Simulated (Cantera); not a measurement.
An isothermal, constant-pressure homogeneous reactor starts with 1.86 % H₂, 98.1 % O₂, equivalence ratio 0.0095, at 900 K and 1.05 Torr.

Cantera simulation using GRI-Mech 3.0 (53 species, 325 reactions); the numbers are that mechanism's predictions, not measurements. Radical loss at walls, strong at low pressure, is not modelled. Below about 950 K walls govern HO2 and H2O2 in real vessels.

One state of this run: x H₂ = 0.000162; x O₂ = 0.971; x H₂O = 0.0171; x O = 0.00929; x HO₂ = 6.07e-7; x OH = 0.000397; x H = 0.00240. x: mole fraction; the columns are a selection and need not sum to one.

Q: Which value of t (s) does it belong to?
A. 0.632
B. 0.0632
C. 0.200
D. 0.0200

A: A, 0.632
